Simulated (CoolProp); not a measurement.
The numbers come from the reference Helmholtz-energy equation of state, Schmidt 1985 in CoolProp.

For oxygen, give the phase and the cp (kJ/(kg K)), cv (kJ/(kg K)), speed of sound (m/s) at -178.45 °C and 22.9 bar.


- -178.45 °C and 22.9 bar: liquid; cp 1.70, cv 0.917, speed of sound 878
